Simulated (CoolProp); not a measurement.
trans-2-butene along the isotherm 20.45 °C: Z from the reference equation and from simpler models built on Tc = 155.5 °C, pc = 4.019 MPa, ω = 0.210; each cubic takes its own stable root.

Values from CoolProp's reference Helmholtz-energy equation of state, Lemmon 2005. It is a short technical equation, of lower accuracy than the large ones.

```
p (MPa)   phase  reference  Redlich-Kwong  Soave-Redlich-Kwong  Peng-Robinson
-------  ------  ---------  -------------  -------------------  -------------
2.68     liquid     0.1013         0.1144                    ?        0.09841
5.36     liquid          ?         0.2259               0.2203         0.1952
8.04     liquid     0.3002         0.3352               0.3275         0.2905
10.7     liquid     0.3973         0.4418               0.4324         0.3839
13.4     liquid     0.4949         0.5483               0.5375         0.4777
16.1     liquid     0.5916         0.6533               0.6414         0.5705
18.8     liquid     0.6875         0.7571               0.7442         0.6624
21.4     liquid     0.7790         0.8561               0.8423         0.7502
24.1     liquid     0.8734              ?               0.9433         0.8406
26.8     liquid     0.9671          1.059                    ?         0.9305
29.5     liquid      1.060          1.159                1.143          1.020
32.2     liquid      1.153          1.258                1.242          1.108
34.8     liquid      1.241          1.353                1.336          1.193
37.5     liquid      1.333          1.451                1.434          1.281
40.2     liquid      1.423          1.549                1.531          1.368
```

Question: Some entries are withheld; supply them.

Answer: 
- 2.68, Soave-Redlich-Kwong: 0.1112
- 5.36, reference: 0.2014
- 24.1, Redlich-Kwong: 0.9578
- 26.8, Soave-Redlich-Kwong: 1.043
